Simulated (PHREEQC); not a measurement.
## Acid mine or pickling water

Model water analysis in mg/L, 14 °C, pH 3.08, pe 9.3:

```json
[
 {"constituent": "Na", "mg/L": "0.92"},
 {"constituent": "K", "mg/L": "48.3"},
 {"constituent": "Ca", "mg/L": "184"},
 {"constituent": "Mg", "mg/L": "32.5"},
 {"constituent": "Cl", "mg/L": "153"},
 {"constituent": "S(6) as SO4", "mg/L": "553"},
 {"constituent": "Mn(2)", "mg/L": "0.47"},
 {"constituent": "Fe(3)", "mg/L": "12.2"},
 {"constituent": "Al", "mg/L": "4.66"}
]
```

Valence states are taken as typed.

Computed with PHREEQC (ion-association model, wateq4f.dat).

Each row changes one thing in this solution. No solid was allowed to form.

| case | ionic strength (mol/kgw) | SO4-2 (mol/kgw) | Ca+2 (mol/kgw) | Mg+2 (mol/kgw) | HSO4- (mol/kgw) | Al+3 (mol/kgw) | SI of Gypsum (CaSO4:2H2O) | SI of Jarosite-K (KFe3(SO4)2(OH)6) |
|---|---|---|---|---|---|---|---|---|
| as made | 0.0216 | 0.00410 | 0.00368 | 0.00108 | 0.000175 | 4.62e-5 | -0.71 | +2.95 |
| Ca from 184 to 92 mg/L | 0.0184 | 0.00443 | 0.00178 | 0.00104 | 0.000194 | 4.06e-5 | -0.96 | +2.97 |
| Fe(3) from 12.2 to 36.6 mg/L | 0.0218 | 0.00387 | 0.00373 | 0.00109 | 0.000165 | 4.84e-5 | -0.73 | +4.38 |

Some of these states are supersaturated (in Jarosite-K, Hematite (slow to form), for instance). At this temperature some constants are extrapolated from 25 °C, and those without enthalpy data are left unchanged.
